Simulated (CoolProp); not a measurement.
Vapour pressure (MPa) of isobutene: the reference equation beside estimates from Tc = 144.9 °C, pc = 4.016 MPa, ω = 0.193.

The numbers come from the reference Helmholtz-energy equation of state, Lemmon 2005 in CoolProp. It is a short technical equation, of lower accuracy than the large ones.

```csv
T (°C),reference,Lee-Kesler,Soave-Redlich-Kwong
-2.05,0.1225,0.1218,0.1219
9.65,0.1862,0.1859,0.1859
21.35,0.2726,0.2732,0.2730
33.05,0.3865,0.3882,0.3883
44.75,0.5328,0.5359,0.5370
56.35,0.7151,0.7196,0.7227
68.05,0.9420,0.9477,0.9543
79.75,1.218,1.224,1.236
91.45,1.549,1.556,1.575
103.05,1.940,1.947,1.972
114.75,2.404,2.411,2.441
```

Absolute difference from the reference over all 11 rows, mean and median: Lee-Kesler 0.4 and 0.5 %, Soave-Redlich-Kwong 1.0 and 1.1 %.
